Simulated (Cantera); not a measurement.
A closed system holds: 1 mol Si₃N₄, 0.017 mol H₂O, a varied amount of H₂, equilibrated at 1800 Torr.

Points: T (K) = 923, 1073, 1223, 1373, 1523, 1673, 1823, 1973, 2123; n(H2) (mol) = 79, 170, 260, 350, 440, 530, 620.

Cantera's Mixture.equilibrate('TP', solver="vcs", rtol=1e-11, max_steps=5000) on the NASA tables stopped like this:

```
ERROR: FAILURE its = 5001!

*******************************************************************************
CanteraError thrown by MultiPhase::equilibrate:
VCS solver failed. Return code: -1
*******************************************************************************
```

What got this run through?

One answer among several that fit: The failure is numerical, not chemical. The same input converged with solver="gibbs", rtol=1e-10, max_steps=50000, and the result passed a check of the equilibrium conditions:
```
    923         79  Si2N2O(s) + Si3N4(a)
    923        170  Si2N2O(s) + Si3N4(a)
    923        260  Si2N2O(s) + Si3N4(a)
    923        350  Si2N2O(s) + Si3N4(a)
    923        440  Si2N2O(s) + Si3N4(a)
    923        530  Si2N2O(s) + Si3N4(a)
    923        620  Si2N2O(s) + Si3N4(a)
   1073         79  Si2N2O(s) + Si3N4(a)
   1073        170  Si2N2O(s) + Si3N4(a)
   1073        260  Si2N2O(s) + Si3N4(a)
   1073        350  Si2N2O(s) + Si3N4(a)
   1073        440  Si2N2O(s) + Si3N4(a)
   1073        530  Si2N2O(s) + Si3N4(a)
   1073        620  Si2N2O(s) + Si3N4(a)
   1223         79  Si2N2O(s) + Si3N4(a)
   1223        170  Si2N2O(s) + Si3N4(a)
   1223        260  Si2N2O(s) + Si3N4(a)
   1223        350  Si2N2O(s) + Si3N4(a)
   1223        440  Si2N2O(s) + Si3N4(a)
   1223        530  Si2N2O(s) + Si3N4(a)
   1223        620  Si2N2O(s) + Si3N4(a)
   1373         79  Si2N2O(s) + Si3N4(a)
   1373        170  Si2N2O(s) + Si3N4(a)
   1373        260  Si2N2O(s) + Si3N4(a)
   1373        350  Si2N2O(s) + Si3N4(a)
   1373        440  Si2N2O(s) + Si3N4(a)
   1373        530  Si2N2O(s) + Si3N4(a)
   1373        620  Si2N2O(s) + Si3N4(a)
   1523         79  Si2N2O(s) + Si3N4(a)
   1523        170  Si2N2O(s) + Si3N4(a)
   1523        260  Si(cr) + Si2N2O(s) + Si3N4(a)
   1523        350  Si(cr) + Si2N2O(s) + Si3N4(a)
   1523        440  Si(cr) + Si2N2O(s) + Si3N4(a)
   1523        530  Si(cr) + Si2N2O(s) + Si3N4(a)
   1523        620  Si(cr) + Si2N2O(s) + Si3N4(a)
   1673         79  Si(cr) + Si2N2O(s) + Si3N4(a)
   1673        170  Si(cr) + Si2N2O(s) + Si3N4(a)
   1673        260  Si(cr) + Si2N2O(s) + Si3N4(a)
   1673        350  Si(cr) + Si2N2O(s) + Si3N4(a)
   1673        440  Si(cr) + Si2N2O(s) + Si3N4(a)
   1673        530  Si(cr) + Si2N2O(s) + Si3N4(a)
   1673        620  Si(cr) + Si2N2O(s) + Si3N4(a)
   1823         79  Si(L) + Si2N2O(s) + Si3N4(a)
   1823        170  Si(L) + Si3N4(a)
   1823        260  Si(L) + Si3N4(a)
   1823        350  Si(L) + Si3N4(a)
   1823        440  Si(L)
   1823        530  Si(L)
   1823        620  Si(L)
   1973         79  Si(L)
   1973        170  Si(L)
   1973        260  Si(L)
   1973        350  Si(L)
   1973        440  Si(L)
   1973        530  Si(L)
   1973        620  Si(L)
   2123         79  Si(L)
   2123        170  Si(L)
   2123        260  Si(L)
   2123        350  Si(L)
   2123        440  Si(L)
   2123        530  Si(L)
   2123        620  Si(L)
```

The gas is ideal and each condensed phase is pure. Mutual solubility and eutectic melting of coexisting phases are not modelled.
